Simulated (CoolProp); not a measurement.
Properties of C3F8 (R218) along the isotherm 166.85 °C.

Computed with CoolProp (reference Helmholtz-energy equation of state, Lemmon 2006). It is a short technical equation, of lower accuracy than the large ones.

| p (bar) | phase | Z | cv (kJ/(kg K)) | isothermal compressibility (1/MPa) | viscosity (µPa s) |
|---|---|---|---|---|---|
| 2.83 | gas | 0.9856 | 0.9291 | 3.585 | 18.2 |
| 5.66 | gas | 0.9711 | 0.9306 | 1.820 | 18.3 |
| 8.49 | gas | 0.9564 | 0.9320 | 1.233 | 18.5 |
| 11.3 | gas | 0.9416 | 0.9336 | 0.9411 | 18.7 |
| 14.1 | gas | 0.9267 | 0.9352 | 0.7669 | 18.9 |
| 17 | gas | 0.9111 | 0.9369 | 0.6474 | 19.2 |
| 19.8 | gas | 0.8960 | 0.9386 | 0.5656 | 19.5 |
| 22.6 | gas | 0.8808 | 0.9403 | 0.5042 | 19.8 |
| 25.5 | gas | 0.8650 | 0.9421 | 0.4550 | 20.2 |
| 28.3 | supercritical | 0.8498 | 0.9439 | 0.4169 | 20.7 |
| 31.1 | supercritical | 0.8348 | 0.9457 | 0.3855 | 21.2 |
| 33.9 | supercritical | 0.8200 | 0.9475 | 0.3590 | 21.8 |
| 36.8 | supercritical | 0.8049 | 0.9493 | 0.3352 | 22.5 |
| 39.6 | supercritical | 0.7908 | 0.9510 | 0.3150 | 23.2 |

Viscosity comes from a separate model (Huber 2003), an estimate that may be off by 10 % or more.
